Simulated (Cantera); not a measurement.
A closed system holds: 1 mol SiHCl₃, 75 mol H₂, at 1077 °C and 13.3 mbar.

Equilibrium computed with Cantera from the NASA thermochemical tables; the gas is ideal and each condensed phase is pure. Candidate condensed phases: Si; 19 gas species. The tables' values for SiCl₃ are old estimates; treat these amounts as uncertain. Kinetics and transport are ignored.

Base state: H₂ 0.964, HCl 0.0324, SiCl₂ 0.00307, SiCl₃ 8.57e-5, SiHCl₃ 2.03e-5, H 2.03e-5, SiCl₄ 1.19e-5 (mole fractions); condensed: Si(s).

Task: What changes in the equilibrium state with this change: H₂ from 75 to 33 mol?

Result: 
| species | before | after |
|---|---|---|
| H₂ | 0.964 | 0.927 |
| HCl | 0.0324 | 0.0606 |
| SiCl₂ | 0.00307 | 0.0111 |
| SiCl₄ | 1.19e-5 | 0.000157 |
| SiCl₃ | 8.57e-5 | 0.000592 |
| SiHCl₃ | 2.03e-5 | 0.000138 |
| SiH₂Cl₂ | 5.04e-6 | 1.76e-5 |
| Si(s), mol | 0.754 | 0.579 |
